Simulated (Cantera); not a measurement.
Standard-state values (1 bar) from the NASA 1993 polynomials, evaluated with Cantera. Values are per mole of reaction as written; species without (g) are pure solids or liquids, kept so even where they would boil at 1 bar.

H(g) + NaI ⇌ Na + HI(g), with ΔH° = 96.2 kJ and ΔS° = 44.6 J/K at 300 K.

**Question.** How far is the shortcut ΔG° ≈ ΔH°(300 K) − T·ΔS°(300 K) from the full temperature-dependent value at 375, 425, 475, 525, 575, 625, 675 K?

**Answer.** 
```tsv
T (K)	shortcut (kJ)	full (kJ)	difference (kJ)	difference in log10 K	condensed phases
375	79.5	79.6	-0.1	0.01	NaI(s), Na(l)
425	77.2	77.2	0.0	0.00	NaI(s), Na(l)
475	75.0	74.9	0.1	-0.01	NaI(s), Na(l)
525	72.8	72.7	0.1	-0.01	NaI(s), Na(l)
575	70.6	70.6	0.0	0.00	NaI(s), Na(l)
625	68.3	68.5	-0.2	0.02	NaI(s), Na(l)
675	66.1	66.5	-0.4	0.03	NaI(s), Na(l)
```
The shortcut ignores heat capacities and the phase changes listed.
